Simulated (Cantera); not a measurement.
Standard-state values (1 bar) from the NASA 1993 polynomials, evaluated with Cantera. Values are per mole of reaction as written; species without (g) are pure solids or liquids, kept so even where they would boil at 1 bar.

NO2(g) + Nb → NbO2(g) + N(g)

| T (K) | ΔH° (kJ) | ΔS° (J/K) | ΔG° (kJ) | log10 K |
|---|---|---|---|---|
| 300 | 238.5 | 149.6 | 193.6 | -33.71 |
| 425 | 238.8 | 150.5 | 174.8 | -21.49 |
| 500 | [?] | [?] | [?] | [?] |
| 575 | 239.0 | 151.0 | 152.2 | -13.83 |
| 650 | 239.1 | 151.0 | 140.9 | -11.32 |
| 725 | [?] | [?] | [?] | [?] |
| 800 | [?] | [?] | [?] | [?] |
| 875 | [?] | [?] | [?] | [?] |
| 950 | 238.4 | 150.2 | 95.7 | -5.26 |

Q: What belongs in the gaps?

A: 
- 500, ΔH° (kJ): 238.9
- 500, ΔS° (J/K): 150.8
- 500, ΔG° (kJ): 163.5
- 500, log10 K: -17.09
- 725, ΔH° (kJ): 239.0
- 725, ΔS° (J/K): 150.9
- 725, ΔG° (kJ): 129.6
- 725, log10 K: -9.34
- 800, ΔH° (kJ): 238.9
- 800, ΔS° (J/K): 150.7
- 800, ΔG° (kJ): 118.3
- 800, log10 K: -7.72
- 875, ΔH° (kJ): 238.6
- 875, ΔS° (J/K): 150.5
- 875, ΔG° (kJ): 107.0
- 875, log10 K: -6.39
